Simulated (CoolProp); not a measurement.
Properties of CHF3 (R23) along the isotherm -82.65 °C (Tc = 26.1 °C, pc = 4.832 MPa, ω = 0.263).

Values from CoolProp's reference Helmholtz-energy equation of state, Penoncello 2003.

```
p (MPa)   phase  density (kg/m³)  viscosity (µPa s)  Prandtl number  fugacity coefficient
-------  ------  ---------------  -----------------  --------------  --------------------
0.242    liquid             1448                309            2.81                0.3894
0.483    liquid             1449                309            2.82                     …
0.725    liquid             1450                310            2.82                0.1319
0.966    liquid             1450                  …            2.82               0.09974
1.21     liquid             1451                312            2.82                     …
1.45     liquid             1451                312            2.82               0.06743
1.69     liquid             1452                313            2.83               0.05828
1.93     liquid             1453                314            2.83               0.05141
2.17     liquid             1453                314            2.83               0.04606
2.42     liquid             1454                315            2.83               0.04161
```

Question: Complete the blanks.

Answer: 
- 0.483, fugacity coefficient: 0.1966
- 0.966, viscosity (µPa s): 311
- 1.21, fugacity coefficient: 0.08022

Viscosity comes from a separate model (Shan 2000). Thermal conductivity comes from a separate model (Shan 2000).
